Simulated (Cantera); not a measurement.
Charge: 1 mol Si₃N₄, 3.1 mol H₂O, 33 mol H₂, at 5.70 bar.

These are equilibrium values from Cantera (NASA tables, ideal gas, pure condensed phases), not measurements of a reactor. Candidate condensed phases: H₂O, Si, SiO₂, Si₂N₂O, Si₃N₄; 35 gas species. Mutual solubility and eutectic melting of coexisting phases are not modelled. The tables hold silica as quartz up to 1696 K and as liquid above; real silica turns to tridymite and cristobalite and melts near 1996 K. Gases not in the tables: Si(OH)₄, Si₂H₆ and higher silanes. The numbers say what is thermodynamically allowed, not how fast it happens.

Q: Which condensed phases are stable at each of these points (T (°C)): 800, 900, 1000, 1100, 1200, 1300, 1400, 1500, 1600, 1700, 1800, 1900?

A: 
```
T (°C)             condensed phases  Si condensed (%)
------  ---------------------------  ----------------
800      SiO₂(β-quartz) + Si₂N₂O(s)             100.0
900      SiO₂(β-quartz) + Si₂N₂O(s)             100.0
1000     SiO₂(β-quartz) + Si₂N₂O(s)             100.0
1100     SiO₂(β-quartz) + Si₂N₂O(s)             100.0
1200     SiO₂(β-quartz) + Si₂N₂O(s)             100.0
1300     SiO₂(β-quartz) + Si₂N₂O(s)             100.0
1400     SiO₂(β-quartz) + Si₂N₂O(s)              99.9
1500    SiO₂(condensed) + Si₂N₂O(s)              99.6
1600    SiO₂(condensed) + Si₂N₂O(s)              97.5
1700    SiO₂(condensed) + Si₂N₂O(s)              87.9
1800            SiO₂(l) + Si₂N₂O(s)              51.5
1900                        SiO₂(l)               0.9
```

From 800 °C to 1400 °C the condensed part is SiO₂(β-quartz) + Si₂N₂O(s). From 1500 °C to 1700 °C the condensed part is SiO₂(condensed) + Si₂N₂O(s). At 1800 °C the condensed part is SiO₂(l) + Si₂N₂O(s). At 1900 °C the condensed part is SiO₂(l).
